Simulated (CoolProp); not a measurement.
R1234yf along the isotherm 409.7 K: Z from the reference equation and from simpler models built on Tc = 367.8 K, pc = 3.384 MPa, ω = 0.276; each cubic takes its own stable root.

Computed with CoolProp (reference Helmholtz-energy equation of state, Lemmon 2022).

```
p (MPa)          phase  reference
-------  -------------  ---------
0.0535             gas     0.9962
0.0785             gas     0.9944
0.115              gas     0.9918
0.169              gas     0.9879
0.248              gas     0.9822
0.365              gas     0.9737
0.535              gas     0.9612
0.785              gas     0.9425
1.15               gas     0.9146
1.69               gas     0.8717
2.48               gas     0.8051
3.65     supercritical     0.6967
5.35     supercritical     0.5199
7.85     supercritical     0.4238
11.5     supercritical     0.5050
16.9     supercritical     0.6597
```

Q: How far does each simpler model (van der Waals, Redlich-Kwong, Soave-Redlich-Kwong, Peng-Robinson) lie from the reference over these 16 states: mean and median of the absolute difference, and the worst?

A: 
- van der Waals: mean 5.9 %, median 0.2 %, worst +31.5 % at 409.7 K and 16.9 MPa
- Redlich-Kwong: mean 2.3 %, median 0.3 %, worst +9.9 % at 409.7 K and 11.5 MPa
- Soave-Redlich-Kwong: mean 3.7 %, median 0.3 %, worst +18.8 % at 409.7 K and 7.85 MPa
- Peng-Robinson: mean 1.6 %, median 0.7 %, worst +10.0 % at 409.7 K and 7.85 MPa
